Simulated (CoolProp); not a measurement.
Ammonia along the isotherm 270.8 K: Z from the reference equation and from simpler models built on Tc = 405.6 K, pc = 11.36 MPa, ω = 0.256; each cubic takes its own stable root.

Computed with CoolProp (reference Helmholtz-energy equation of state, Gao 2020).

| p (MPa) | phase | reference | Redlich-Kwong | Soave-Redlich-Kwong |
|---|---|---|---|---|
| 4.37 | liquid | 0.05128 | 0.06694 | 0.06461 |
| 8.74 | liquid | 0.1021 | 0.1330 | ? |
| 13.1 | liquid | 0.1524 | 0.1980 | 0.1918 |
| 17.5 | liquid | 0.2028 | 0.2629 | ? |
| 21.9 | liquid | 0.2527 | 0.3271 | 0.3178 |
| 26.2 | liquid | 0.3012 | ? | 0.3787 |
| 30.6 | liquid | 0.3505 | 0.4524 | 0.4406 |
| 35 | liquid | 0.3995 | 0.5149 | ? |
| 39.3 | liquid | 0.4470 | 0.5756 | ? |
| 43.7 | liquid | 0.4954 | 0.6373 | 0.6225 |
| 48.1 | liquid | ? | 0.6985 | 0.6829 |
| 52.4 | liquid | 0.5902 | 0.7580 | 0.7416 |
| 56.8 | liquid | 0.6377 | 0.8185 | ? |

### Question
Some entries are withheld; supply them.

### Answer

- 8.74, Soave-Redlich-Kwong: 0.1286
- 17.5, Soave-Redlich-Kwong: 0.2551
- 26.2, Redlich-Kwong: 0.3893
- 35, Soave-Redlich-Kwong: 0.5020
- 39.3, Soave-Redlich-Kwong: 0.5617
- 48.1, reference: 0.5435
- 56.8, Soave-Redlich-Kwong: 0.8014
